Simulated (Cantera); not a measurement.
Catalytic stagnation flow on Pt

A jet of CH₄ : O₂ : N₂ = 0.017 : 0.052 : 0.79 (molar parts), equivalence ratio 0.65 at 300 K and 0.200 bar hits a platinum plate 3.3 cm away at a mass flux of 0.026 kg/m²/s; the plate temperature is set and raised in steps from an oxygen-covered start.

Detailed kinetics in Cantera: Deutschmann's 1995 Pt surface mechanism with GRI-Mech 3.0 gas chemistry. Catalytic surfaces can have several steady states; this one follows from the mechanism file's or the stated starting coverage.

```
plate T (K)  wall x CH₄  wall x O₂  wall x H₂O  wall x OH  wall x CO  wall x CO₂  θ free Pt   θ O*    θ OH*
-----------  ----------  ---------  ----------  ---------  ---------  ----------  ---------  -----  -------
850              0.0118     0.0435      0.0150      <1e-8    3.27e-6     0.00980      0.147  0.851  0.00161
900             0.00747     0.0345      0.0230    2.06e-8    3.01e-6      0.0150      0.219  0.779  0.00186
950             0.00474     0.0287      0.0280    5.95e-8    2.68e-6      0.0183      0.296  0.702  0.00185
1000            0.00319     0.0255      0.0308    1.52e-7    2.47e-6      0.0202      0.373  0.625  0.00171
1050            0.00229     0.0236      0.0324    3.53e-7    2.39e-6      0.0213      0.446  0.552  0.00152
```
x: mole fraction at the wall; θ: surface coverage.
